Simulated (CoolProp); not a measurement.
Values from CoolProp's reference Helmholtz-energy equation of state, Lemmon 2006. It is a short technical equation, of lower accuracy than the large ones.

### Question
Give the vapour pressure (bar), liquid density (kg/m³), liquid cp (kJ/(kg K)) of saturated carbon monoxide at -148.85 °C.

### Answer
```csv
T (°C),p (bar),liquid density (kg/m³),liquid cp (kJ/(kg K))
-148.85,23.3,534,3.91
```
